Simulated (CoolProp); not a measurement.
R123 along the isotherm 211.55 °C: Z from the reference equation and from simpler models built on Tc = 183.7 °C, pc = 3662 kPa, ω = 0.282; each cubic takes its own stable root.

Values from CoolProp's reference Helmholtz-energy equation of state, Younglove 1994. It is a modified Benedict-Webb-Rubin equation, recast in Helmholtz form.

| p (kPa) | phase | reference |
|---|---|---|
| 57.9 | gas | 0.9956 |
| 119 | gas | 0.9909 |
| 244 | gas | 0.9812 |
| 501 | gas | 0.9610 |
| 1030 | gas | 0.9174 |
| 2110 | gas | 0.8191 |
| 4340 | supercritical | 0.5408 |
| 8920 | supercritical | 0.3831 |
| 18300 | supercritical | 0.6573 |

Task: How far does each simpler model (van der Waals, Redlich-Kwong) lie from the reference over these 9 states: mean and median of the absolute difference, and the worst?

Result: 
- van der Waals: mean 8.5 %, median 0.6 %, worst +34.3 % at 211.55 °C and 18300 kPa
- Redlich-Kwong: mean 2.8 %, median 0.2 %, worst +12.6 % at 211.55 °C and 8920 kPa
